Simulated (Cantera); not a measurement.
Charge: 1 mol CH2F2, 0.11 mol HCl, equilibrated at 2273 K and 0.0300 bar.

These are equilibrium values from Cantera (NASA tables, ideal gas, pure condensed phases), not measurements of a reactor. Candidate condensed phases: C, C6H6, C7H8, C8H18; 118 gas species. The numbers say what is thermodynamically allowed, not how fast it happens.

Base state: HF 0.938, HCl 0.0358, Cl 0.0158, H2 0.00629, H 0.00385, F 0.000626, C2H2 (acetylene) 2.37e-5 (mole fractions); condensed: C(graphite).

Task: What changes in the equilibrium state with this change: temperature from 2273 K to 1650 K?

Result: 
```
species             before     after
----------------  --------  --------
HF                   0.938     0.947
HCl                 0.0358    0.0511
Cl                  0.0158  0.000962
C2H2 (acetylene)   2.37e-5   2.18e-8
F                 0.000626   1.67e-6
H                  0.00385   1.15e-5
H2                 0.00629  0.000478
C(graphite), mol     1.000      1.00
```

Task: What changes in the equilibrium state with this change: HCl from 0.11 to 1.9 mol?

Result: 
| species | before | after |
|---|---|---|
| HF | 0.938 | 0.491 |
| HCl | 0.0358 | 0.391 |
| Cl | 0.0158 | 0.0752 |
| H2 | 0.00629 | 0.0332 |
| Cl2 | 2.19e-6 | 4.95e-5 |
| C2HCl | 1.03e-6 | 1.13e-5 |
| C2H2 (acetylene) | 2.37e-5 | 0.000125 |
| C(graphite), mol | 1.000 | 0.999 |

Task: What changes in the equilibrium state with this change: temperature from 2273 K to 723.15 K?

Result: 
```json
[
 {"species": "HF", "before": "0.938", "after": "0.948"},
 {"species": "HCl", "before": "0.0358", "after": "0.0521"},
 {"species": "H2", "before": "0.00629", "after": "4.93e-8"},
 {"species": "Cl", "before": "0.0158", "after": "<1e-9"},
 {"species": "H", "before": "0.00385", "after": "<1e-9"},
 {"species": "F", "before": "0.000626", "after": "<1e-9"},
 {"species": "C2H2 (acetylene)", "before": "2.37e-5", "after": "<1e-9"},
 {"species": "C(graphite), mol", "before": "1.000", "after": "1.00"}
]
```
